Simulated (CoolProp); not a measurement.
Toluene at several states: density (kg/m³) from the reference equation and from simpler models built on Tc = 591.7 K, pc = 4.126 MPa, ω = 0.266; each cubic takes its own stable root.

Computed with CoolProp (reference Helmholtz-energy equation of state, Lemmon 2006). It is a short technical equation, of lower accuracy than the large ones.

| T (K) | p (MPa) | phase | reference | van der Waals | Redlich-Kwong | Soave-Redlich-Kwong | Peng-Robinson |
|---|---|---|---|---|---|---|---|
| 333.3 | 5.8 | liquid | 834.6 | 500.1 | 730.3 | 748.4 | 842.2 |
| 465.6 | 0.384 | gas | 9.950 | 9.631 | 9.781 | 9.845 | 9.892 |
| 190.3 | 1.76 | liquid | 963.6 | 553.7 | 823.9 | 829.4 | 928.2 |
| 500.2 | 0.0107 | gas | 0.2374 | 0.2373 | 0.2374 | 0.2374 | 0.2374 |
